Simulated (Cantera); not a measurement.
## Nitride etching: AlN + HCl

A closed system holds: 1 mol AlN, 59 mol HCl, at 0.518 Torr.

Equilibrium computed with Cantera from the NASA thermochemical tables; the gas is ideal and each condensed phase is pure. Candidate condensed phases: Al, AlCl3, AlN, NH4Cl; 20 gas species. The tables' values for AlCl2 are old estimates; treat these amounts as uncertain. The numbers say what is thermodynamically allowed, not how fast it happens.

| T (K) | x HCl | x Cl | x H2 | x AlCl3 |
|---|---|---|---|---|
| 725 | 0.949 | 2.32e-11 | 0.0254 | 0.0169 |
| 825 | 0.949 | 1.83e-9 | 0.0254 | 0.0169 |
| 925 | 0.949 | 5.69e-8 | 0.0254 | 0.0169 |
| 1025 | 0.949 | 9.10e-7 | 0.0254 | 0.0169 |
| 1125 | 0.949 | 8.94e-6 | 0.0254 | 0.0169 |
| 1225 | 0.949 | 6.08e-5 | 0.0254 | 0.0169 |
| 1325 | 0.949 | 0.000310 | 0.0256 | 0.0169 |
| 1425 | 0.947 | 0.00125 | 0.0260 | 0.0168 |
| 1525 | 0.943 | 0.00413 | 0.0272 | 0.0166 |
| 1625 | 0.933 | 0.0114 | 0.0301 | 0.0158 |
| 1725 | 0.912 | 0.0264 | 0.0356 | 0.0137 |
| 1825 | 0.874 | 0.0531 | 0.0443 | 0.00959 |
x: gas mole fraction; nothing condenses.

From 725 K to 1825 K nothing is condensed. The main Al-bearing gas is AlCl3 throughout.
